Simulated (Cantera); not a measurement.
A closed system holds: 1 mol Pb, 0.024 mol H2S, 100 mol H2, at 1102 °C and 100000 Pa.

Equilibrium computed with Cantera from the NASA thermochemical tables; the gas is ideal and each condensed phase is pure. Candidate condensed phases: Pb, PbS, S; 10 gas species. Kinetics and transport are ignored.

Base state: H2 0.993, Pb 0.00656, H2S 0.000151, PbS 8.71e-5 (mole fractions); condensed: Pb(l).

Question: What changes in the equilibrium state with this change: pressure from 100000 Pa to 45.0 Pa?

Answer: 
```csv
species,before,after
H2,0.993,0.990
Pb,0.00656,0.00979
H,3.41e-6,0.000161
H2S,0.000151,0.000122
PbS,8.71e-5,0.000106
"Pb(l), mol",0.330,0
```

Question: What changes in the equilibrium state with this change: temperature from 1102 °C to 1577 °C?

Answer: 
| species | before | after |
|---|---|---|
| H2 | 0.993 | 0.989 |
| Pb | 0.00656 | 0.00983 |
| H | 3.41e-6 | 0.000536 |
| PbS | 8.71e-5 | 5.97e-5 |
| H2S | 0.000151 | 0.000168 |
| Pb(l), mol | 0.330 | 0 |
